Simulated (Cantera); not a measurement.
Gas mixture: 100 % O2, at 0.0133 bar, frozen composition.

Cantera's kinetic-theory transport with the Lennard-Jones parameters of GRI-Mech 3.0, ideal gas; thermal conductivity in the mixture-averaged form.

D: mixture-averaged diffusion coefficient of that species in the mixture.

```tsv
T (K)	ρ (kg/m³)	cp (J/kg/K)	μ (µPa s)	λ (mW/m/K)	Pr	D (cm²/s) NH3	D (cm²/s) H2	D (cm²/s) O
400	0.0128	941.4	25.6	(withheld)	0.713	29.3	100	41.3
650	0.00789	1017	36.0	(withheld)	0.709	71.3	226	94.2
900	0.00570	1074	44.7	(withheld)	0.710	126	388	163
1150	0.00446	1109	52.5	(withheld)	0.708	193	583	244
1400	0.00366	1134	59.7	(withheld)	0.707	270	807	339
1650	0.00311	1155	66.4	(withheld)	0.707	356	1060	445
1900	0.00270	1174	72.7	(withheld)	0.707	451	1340	562
2150	0.00239	1192	78.8	(withheld)	0.707	554	1640	690
```

Q: Complete the blanks.

A: 
- 400, λ (mW/m/K): 33.9
- 650, λ (mW/m/K): 51.6
- 900, λ (mW/m/K): 67.6
- 1150, λ (mW/m/K): 82.2
- 1400, λ (mW/m/K): 95.7
- 1650, λ (mW/m/K): 108
- 1900, λ (mW/m/K): 121
- 2150, λ (mW/m/K): 133
